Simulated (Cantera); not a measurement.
**Thermal oxidation and active oxidation of silicon: Si + N2O + N2**

Charge: 1 mol Si, 0.16 mol N2O, 1.5 mol N2, equilibrated at 1627 °C and 0.00585 Torr.

These are equilibrium values from Cantera (NASA tables, ideal gas, pure condensed phases), not measurements of a reactor. Candidate condensed phases: Si, SiO2, Si2N2O, Si3N4; 16 gas species. The tables' values for SiN are old estimates; treat these amounts as uncertain. Equilibrium is a limit: real reactors are often held back by kinetics, nucleation or transport.

```json
{
  "x(N2)": "0.624",
  "x(Si)": "0.315",
  "x(SiO)": "0.0602",
  "x(Si2)": "0.000492",
  "x(SiN)": "0.000232",
  "x(Si2N)": "6.55e-5",
  "x(Si3)": "2.16e-5",
  "gas_amount": "2.658 mol",
  "log10 activity of Si(l) (absent)": "-0.71"
}
```
